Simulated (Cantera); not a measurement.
# Diamond growth

A diamond (100) surface in a fixed gas of H2 with x(CH4) = 0.0042, x(CH3) = 5.7e-05, at 1075 K, 7.50 Torr; coverages are run to steady state.

Computed with Cantera and the Harris–Goodwin 1993 mechanism for the reconstructed diamond (100) surface.

| x(H) | growth (µm/h) | θ c6HH | θ c6H* | θ c6*H | θ c6** | θ c6HM |
|---|---|---|---|---|---|---|
| 0.0001 | 0.00975 | 0.604 | 0.0216 | 0.364 | 0.00536 | 0.00278 |
| 0.00021 | 0.0196 | 0.568 | 0.0234 | 0.394 | 0.00853 | 0.00321 |
| 0.00045 | 0.0375 | 0.548 | 0.0244 | 0.410 | 0.0115 | 0.00344 |
| 0.00096 | 0.0687 | 0.538 | 0.0249 | 0.418 | 0.0136 | 0.00338 |
| 0.002 | 0.118 | 0.533 | 0.0251 | 0.422 | 0.0148 | 0.00301 |
| 0.0044 | 0.190 | 0.531 | 0.0252 | 0.424 | 0.0155 | 0.00232 |
| 0.0093 | 0.265 | 0.531 | 0.0253 | 0.426 | 0.0158 | 0.00156 |
| 0.02 | 0.328 | 0.531 | 0.0254 | 0.427 | 0.0160 | 0.000909 |
| 0.042 | 0.369 | 0.531 | 0.0255 | 0.427 | 0.0161 | 0.000489 |
θ: site fractions in the mechanism's names (c6HH fully hydrogenated, c6H* and c6*H radical sites, c6** diradical, c6HM methylated).
